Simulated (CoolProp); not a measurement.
Saturation properties of R245ca.

Model: reference Helmholtz-energy equation of state, Zhou 2016, in CoolProp.

| T (K) | p (MPa) | liquid density (kg/m³) | vapour density (kg/m³) | liquid cp (kJ/(kg K)) | surface tension (mN/m) |
|---|---|---|---|---|---|
| 285.6 | 0.06011 | 1418 | 3.485 | 1.361 | 18.0 |
| 291 | 0.07543 | 1405 | 4.313 | 1.369 | 17.2 |
| 296.5 | 0.09406 | 1391 | 5.309 | 1.377 | 16.5 |
| 301.9 | 0.1157 | 1378 | 6.455 | 1.385 | 15.8 |
| 307.3 | 0.1411 | 1364 | 7.786 | 1.394 | 15.1 |
| 312.8 | 0.1712 | 1350 | 9.354 | 1.403 | 14.4 |
| 318.2 | 0.2054 | 1336 | 11.13 | 1.413 | 13.7 |
| 323.7 | 0.2455 | 1321 | 13.19 | 1.423 | 13.0 |
| 329.1 | 0.2904 | 1306 | 15.50 | 1.434 | 12.3 |

It boils at 298.4 K under 1 atm.

Surface tension comes from a separate correlation (Mulero 2012).
